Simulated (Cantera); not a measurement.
A Cantera script and what it prints.

```python
import numpy as np
import cantera as ct

gas_names = """
    B BCL BCL2 BCL3 BH BH2 BH3 BO BOCL BO2 B2 B2O B2O2 B2O3 B3O3CL3 B3O3H3 CL CLO CL2 H HBO HBO2 HCL
    HOCL HO2 H2 H2O H2O2 H3B3O6 O OH O2 O3
""".split()
cond_names = """
    B(b) B(L) B2O3(L) B3O3H3(cr) H2O(s) H2O(L)
""".split()


# ... load() reads the species with a 1 bar reference pressure and builds the phases ...
atoms = {
    'BCl3': {'B': 1, 'CL': 3},
    'H2O': {'H': 2, 'O': 1},
}
top_T = {}  # K; cautious upper limits of use, not melting points


# ... equilibrate(T, P, feed) seeds the gas with the atoms and calls Mixture.equilibrate('TP', solver="vcs", rtol=1e-11, max_steps=5000) ...
results = []
feed = {'BCl3': 1, 'H2O': 6.2}  # mol
P = 2300  # Pa
for T in [948, 1048, 1148, 1248, 1348, 1448, 1548, 1648, 1748]:
    mix = equilibrate(T, P, feed)
    results.append((T, P, feed, dict(zip(mix.species_names, mix.species_moles))))

top = {s: max(r[3][s] / sum(r[3][g] for g in gas_names) for r in results) for s in gas_names}
cols = sorted((s for s in top if top[s] > 1e-05), key=lambda s: -top[s])[:9]
seen = [c for c in cond_names if any(r[3].get(c, 0) > 1e-12 for r in results)]
print("log10 of partial pressures in bar; condensed amounts in mol")
print(f"{'T/K':>10s}" + "".join(f"{s[:9]:>10s}" for s in cols + seen))
for T, P, feed, n in results:
    ng = sum(n[g] for g in gas_names)
    print(f"{T:10.4g}" + "".join(f"{np.log10(max(n[s] / ng * P / 1e5, 1e-99)):10.3f}" for s in cols)
          + "".join(f"{n.get(c, 0):10.4g}" for c in seen))
```

It prints:

```
log10 of partial pressures in bar; condensed amounts in mol
       T/K       H2O       HCL      HBO2        CL        H2    H3B3O6      B2O3        OH        O2   B2O3(L)
       948    -1.855    -2.047    -6.009    -7.609    -7.480    -4.218   -12.618   -10.235   -10.287    0.4695
      1048    -1.854    -2.047    -5.093    -6.768    -6.862    -4.438   -10.524    -9.037    -8.914    0.4803
      1148    -1.855    -2.048    -4.345    -6.102    -6.291    -4.627    -8.810    -8.078    -7.901    0.4806
      1248    -1.858    -2.049    -3.724    -5.561    -5.775    -4.795    -7.382    -7.292    -7.125    0.4602
      1348    -1.869    -2.054    -3.205    -5.109    -5.319    -4.953    -6.175    -6.638    -6.509    0.3883
      1448    -1.898    -2.065    -2.772    -4.728    -4.923    -5.122    -5.143    -6.095    -6.021    0.1994
      1548    -1.928    -2.078    -2.562    -4.399    -4.576    -5.762    -4.573    -5.628    -5.611         0
      1648    -1.929    -2.080    -2.564    -4.107    -4.258    -6.876    -4.472    -5.198    -5.222         0
      1748    -1.930    -2.084    -2.568    -3.851    -3.975    -7.862    -4.384    -4.818    -4.882         0
```

Method: chemical equilibrium by Gibbs-energy minimisation in Cantera with the NASA 1993 tables (ideal gas, pure condensed phases). The tables' values for BOCl are old estimates; treat these amounts as uncertain. Gases not in the tables: H3BO3.
